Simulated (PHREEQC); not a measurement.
1 kg of water holding 82 mmol/kgw KCl, 3.4 mmol/kgw NaBr, 7.3 mmol/kgw MgBr2, 3.7 mmol/kgw NaCl and 3 mmol/kgw CaSO4 is evaporated at 25 °C; the solids stay in contact with the brine. CO2 from the air is kept out. Only these solids could form: Arcanite, Bischofite, Bloedite, Brucite, Carnallite, Epsomite, Glaserite, Glauberite, Gypsum, Anhydrite, Halite, Hexahydrite, Kainite, Kieserite, Leonite, Mirabilite, Misenite, Polyhalite, Portlandite, Schoenite, Sylvite, Syngenite, Thenardite, MgCl2_4H2O.

Equilibrium calculation in PHREEQC: Pitzer model, pitzer.dat.

```tsv
water left (kg)	ionic strength	water activity	Sylvite (mol)	Gypsum (mol)
1	0.123	0.997	0	0
0.5552	0.222	0.994	0	0
0.2533	0.486	0.987	0	0
0.1407	0.874	0.977	0	0
0.06418	1.92	0.948	0	0
0.03563	3.42	0.904	0	0.000325
0.01973	5.94	0.819	0	0.00143
0.008942	7.30	0.768	0.0480	0.00243
0.004912	9.05	0.684	0.0674	0.00278
```

Gypsum from water left = 0.03563 kg; Sylvite from water left = 0.01621 kg.

Complexes and solids missing from the database can't appear.
